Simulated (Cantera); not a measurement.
What does this Cantera script print?

```python
import numpy as np
import cantera as ct

gas_names = """
    H HNO HNO2 HNO3 HO2 H2 H2O H2O2 N NH NH2 NH3 NH2OH NO NO2 NO3 N2 N2H2 N2H4 N2O O OH O2 O3 Si SiH
    SiH2 SiH3 SiH4 SiN SiO SiO2 Si2 Si2N Si3
""".split()
cond_names = """
    H2O(s) H2O(L) Si(cr) Si(L) SiO2(Lqz) SiO2(hqz) SiO2(L) Si2N2O(s) Si3N4(a)
""".split()


def load(file, names, dense=False):
    # The tables refer to 1 bar. Condensed volumes are neglected.
    table = {s.name: s for s in ct.Species.list_from_file(file)}
    out = []
    for n in names:
        d = dict(table[n].input_data)
        d["thermo"] = dict(d["thermo"], **{"reference-pressure": 1e5})
        if dense:
            d["equation-of-state"] = {"model": "constant-volume", "density": "1e6 g/cm^3"}
        out.append(ct.Species.from_dict(d))
    return out


gas = ct.Solution(thermo="ideal-gas", species=load("nasa_gas.yaml", gas_names))
cond = {s.name: ct.Solution(thermo="fixed-stoichiometry", species=[s], name=s.name)
        for s in load("nasa_condensed.yaml", cond_names, dense=True)}
atoms = {
    'SiH4': {'Si': 1, 'H': 4},
    'N2O': {'N': 2, 'O': 1},
    'N2': {'N': 2},
}
top_T = {'Si2N2O(s)': 2100, 'Si3N4(a)': 2400}  # K; cautious upper limits of use, not melting points


def equilibrate(T, P, feed):
    n = {}
    for name, mol in feed.items():
        for a, k in atoms[name].items():
            n[a] = n.get(a, 0.0) + k * mol
    gas.TPX = T, P, n
    mass = sum(n.values()) * gas.mean_molecular_weight
    gas.equilibrate("TP")
    valid = [c for c in cond.values() if c.min_temp <= T <= top_T.get(c.name, c.max_temp)]
    mix = ct.Mixture([(gas, mass / gas.mean_molecular_weight)] + [(c, 0.0) for c in valid])
    mix.T, mix.P = T, P
    mix.equilibrate("TP", solver="vcs", rtol=1e-11, max_steps=5000)
    return mix


results = []
feed = {'SiH4': 1, 'N2O': 1.2, 'N2': 6.5}  # mol
T = 1150  # K
P = 58000  # Pa
mix = equilibrate(T, P, feed)
results.append((T, P, feed, dict(zip(mix.species_names, mix.species_moles))))
x = sorted(zip(gas.X, gas.species_names), reverse=True)
print(f"T = {T:g} K  P = {P:g} Pa  gas = {mix.phase_moles(0):.4g} mol")
print("   x: " + "  ".join(f"{s} {v:.3e}" for v, s in x if v > 1e-06))
print("   condensed (mol): " + ("  ".join(f"{mix.phase(i).name} {mix.phase_moles(i):.4g}"
      for i in range(1, mix.n_phases) if mix.phase_moles(i) > 1e-12) or "none"))
```

It prints:

```
T = 1150 K  P = 58000 Pa  gas = 9.433 mol
   x: N2 7.880e-01  H2 2.120e-01  H2O 4.690e-05  NH3 1.225e-05
   condensed (mol): SiO2(hqz) 0.4664  Si2N2O(s) 0.2668
```

These are equilibrium values from Cantera (NASA tables, ideal gas, pure condensed phases), not measurements of a reactor. Mutual solubility and eutectic melting of coexisting phases are not modelled. The tables hold silica as quartz up to 1696 K and as liquid above; real silica turns to tridymite and cristobalite and melts near 1996 K.
